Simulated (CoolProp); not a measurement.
Vapour-liquid equilibrium of fluoroethane (R161) (1) + R1234yf (2) at 0.443 MPa; x and y are mole fractions of (1).

Values from CoolProp's multi-fluid Helmholtz-energy mixture model, Wu 2012 and Lemmon 2022; pair parameters Bell 2016.

Give the bubble temperature and the first vapour's composition at x = 0.2, 0.725, 0.875. Is there an azeotrope?

x = 0.2: 280.6 K, y = 0.259; x = 0.725: 275.3 K, y = 0.770; x = 0.875: 274.3 K, y = 0.895. No azeotrope shows between x = 0.05 and 0.95.

The pair parameters rest on a limited set of measurements; away from them the model extrapolates.
